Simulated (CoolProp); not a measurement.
The numbers come from the reference Helmholtz-energy equation of state, Wagner 2002 in CoolProp.

Q: Give the vapour pressure (bar), enthalpy of vaporisation (kJ/kg), liquid cp (kJ/(kg K)), surface tension (mN/m) of saturated water at 372.6, 394.3 K.

A: 
```
T (K)  p (bar)  enthalpy of vaporisation (kJ/kg)  liquid cp (kJ/(kg K))  surface tension (mN/m)
-----  -------  --------------------------------  ---------------------  ----------------------
372.6    0.994                              2260                   4.22                    59.0
394.3     2.06                              2200                   4.25                    54.7
```

Surface tension comes from a separate correlation (Mulero 2012).
